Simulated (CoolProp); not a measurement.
A closed Brayton cycle with carbon dioxide: compressor inlet 316.15 K and 8.5 MPa, high pressure 28.8 MPa, turbine inlet 635 K, compressor efficiency 0.85, turbine efficiency 0.85, recuperator effectiveness 0 (on enthalpy, no pinch check). Each further row changes one setting.

Computed with CoolProp (reference Helmholtz-energy equation of state, Span 1996).

```json
[
 {"case": "as stated", "thermal efficiency (%)": "?", "net work (kJ/kg)": "52.4", "compressor to turbine work": "0.51", "compressor exit (K)": "402.6", "turbine exit (K)": "514.6"},
 {"case": "turbine inlet 585 K", "thermal efficiency (%)": "?", "net work (kJ/kg)": "40.4", "compressor to turbine work": "?", "compressor exit (K)": "402.6", "turbine exit (K)": "468.7"},
 {"case": "compressor inlet 326.15 K", "thermal efficiency (%)": "14.0", "net work (kJ/kg)": "?", "compressor to turbine work": "?", "compressor exit (K)": "?", "turbine exit (K)": "514.6"},
 {"case": "high pressure 24.5 MPa", "thermal efficiency (%)": "14.0", "net work (kJ/kg)": "49.7", "compressor to turbine work": "0.47", "compressor exit (K)": "390.8", "turbine exit (K)": "530.3"},
 {"case": "recuperator effectiveness 0.5", "thermal efficiency (%)": "?", "net work (kJ/kg)": "52.4", "compressor to turbine work": "0.51", "compressor exit (K)": "402.6", "turbine exit (K)": "514.6"}
]
```

Fill in the missing entries.


- as stated, thermal efficiency (%): 15.5
- turbine inlet 585 K, thermal efficiency (%): 14.7
- turbine inlet 585 K, compressor to turbine work: 0.57
- compressor inlet 326.15 K, net work (kJ/kg): 40.8
- compressor inlet 326.15 K, compressor to turbine work: 0.62
- compressor inlet 326.15 K, compressor exit (K): 428.2
- recuperator effectiveness 0.5, thermal efficiency (%): 19.2
